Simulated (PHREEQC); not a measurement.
2 g of hydrous ferric oxide (600 m²/g; 0.2 weak and 0.005 strong sites per Fe, Dzombak-Morel constants, diffuse double layer) in 1 kg of water with 0.1 mol/kgw of an inert sodium salt and 7.8e-05 mol Na2HAsO4 and 5.4e-06 mol NiCl2, at 25 °C; the pH is set by adding NaOH or the inert anion's acid. Oxygen alone is held at its pressure in air (log pO2 = -0.68). No CO2 enters from the air. Nothing may precipitate in this run.

All values are PHREEQC results (ion-association model, wateq4f.dat), not measurements.

Q: Predict surface charge σ (C/m²), surface potential ψ (mV) at pH = 3, 4, 4.5, 5, 6.5.

A: 
| pH | surface charge σ (C/m²) | surface potential ψ (mV) |
|---|---|---|
| 3 | 0.356 | 151 |
| 4 | 0.313 | 145 |
| 4.5 | 0.266 | 137 |
| 5 | 0.209 | 124 |
| 6.5 | 0.069 | 71 |

Complexes and solids missing from the database can't appear. The database has no arsenate complexes of Ni. The oxide is taken as insoluble; below pH 4 it would dissolve.
